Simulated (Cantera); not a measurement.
A closed system holds: 1 mol Si₂Cl₆, 0.92 mol HCl, 230 mol H₂, equilibrated at 1350 Torr.

Method: chemical equilibrium by Gibbs-energy minimisation in Cantera with the NASA 1993 tables (ideal gas, pure condensed phases). Candidate condensed phases: Si; 19 gas species. The feed counts by its element totals alone. The tables' values for SiCl₃ are old estimates; treat these amounts as uncertain. The numbers say what is thermodynamically allowed, not how fast it happens. All values below are at 800 °C.

Base state: H₂ 0.986, HCl 0.00716, SiHCl₃ 0.00382, SiCl₄ 0.00226, SiH₂Cl₂ 0.000753, SiCl₃ 0.000120, SiCl₂ 0.000101, SiH₃Cl 3.90e-5 (mole fractions); condensed: Si(s).

**Question.** What changes in the equilibrium state with this change: pressure from 1350 Torr to 7.50 Torr?

**Answer.** 
| species | before | after |
|---|---|---|
| H₂ | 0.986 | 0.976 |
| HCl | 0.00716 | 0.0213 |
| SiCl₄ | 0.00226 | 0.00101 |
| SiHCl₃ | 0.00382 | 0.000566 |
| SiH₃Cl | 3.90e-5 | 6.38e-7 |
| SiH₂Cl₂ | 0.000753 | 3.71e-5 |
| SiCl₂ | 0.000101 | 0.000905 |
| SiCl₃ | 0.000120 | 0.000239 |
| Si(s), mol | 0.350 | 1.36 |
